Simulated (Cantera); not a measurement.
A Cantera script and its output.

```python
import numpy as np
import cantera as ct

gas = ct.Solution("SiF4_NH3_mec.yaml", "gas")
gas.TPX = 2000, 3600, {'NH3': 1, 'N2': 7.9}
reactor = ct.IdealGasConstPressureReactor(gas, energy="off", clone=False)
net = ct.ReactorNet([reactor])
net.rtol, net.atol = 1e-08, 1e-18
show = ['NH3', 'NH', 'N', 'N2', 'H2']
times = np.geomspace(0.0002, 3, 13)

steps = ct.SolutionArray(gas, extra=["t"])
rows = []
print(f"{'t/s':>10s}{'T/K':>9s}{'P/Pa':>11s}" + "".join(f"{s:>11s}" for s in show))
for t in times:
    while net.time < t:
        t_next = net.step()
        steps.append(gas.state, t=t_next)
    rows.append([np.interp(t, steps.t, y) for y in (steps.T, steps.P, *steps(*show).X.T)])
    print(f"{t:10.3e}{rows[-1][0]:9.1f}{rows[-1][1]:11.4g}" + "".join(f"{x:11.3e}" for x in rows[-1][2:]))
rate = np.gradient(steps.T, steps.t)
print("integrator steps:", len(steps.t))
if steps.T.max() > steps.T[0] + 200:
    print(f"time of steepest temperature rise: {steps.t[rate.argmax()]:.4e} s")
gas.TPX = 2000, 3600, {'NH3': 1, 'N2': 7.9}
gas.equilibrate("TP")
print(f"equilibrium (TP): T = {gas.T:.1f} K  " + "  ".join(f"{s} {gas[s].X[0]:.3e}" for s in show))
```

Result:

```
       t/s      T/K       P/Pa        NH3         NH          N         N2         H2
 2.000e-04   2000.0       3600  1.123e-01  5.789e-09  3.526e-12  8.876e-01  8.117e-06
 4.457e-04   2000.0       3600  1.123e-01  3.597e-08  4.671e-11  8.876e-01  1.871e-05
 9.932e-04   2000.0       3600  1.123e-01  2.197e-07  5.540e-10  8.876e-01  4.293e-05
 2.213e-03   2000.0       3600  1.122e-01  1.028e-06  3.849e-09  8.876e-01  1.057e-04
 4.932e-03   2000.0       3600  1.118e-01  3.105e-06  1.596e-08  8.874e-01  3.487e-04
 1.099e-02   2000.0       3600  1.107e-01  6.538e-06  7.495e-08  8.870e-01  1.604e-03
 2.449e-02   2000.0       3600  1.077e-01  9.087e-06  2.478e-07  8.860e-01  5.676e-03
 5.459e-02   2000.0       3600  1.012e-01  1.110e-05  5.977e-07  8.837e-01  1.454e-02
 1.216e-01   2000.0       3600  8.843e-02  1.229e-05  1.072e-06  8.792e-01  3.186e-02
 2.711e-01   2000.0       3600  6.665e-02  1.191e-05  1.439e-06  8.716e-01  6.130e-02
 6.041e-01   2000.0       3600  3.782e-02  9.697e-06  1.546e-06  8.616e-01  1.002e-01
 1.346e+00   2000.0       3600  1.289e-02  6.135e-06  1.393e-06  8.528e-01  1.339e-01
 3.000e+00   2000.0       3600  1.686e-03  2.664e-06  1.121e-06  8.488e-01  1.489e-01
integrator steps: 1090
equilibrium (TP): T = 2000.0 K  NH3 3.838e-08  NH 1.864e-09  N 4.357e-09  N2 8.471e-01  H2 1.496e-01
```

Model: the gas-phase N/H chemistry of the illustrative SiF4/NH3 mechanism in the Surface Chemkin manual (1991), integrated in Cantera. Walls and surfaces, which speed up NH3 decomposition in real reactors, are not modelled.
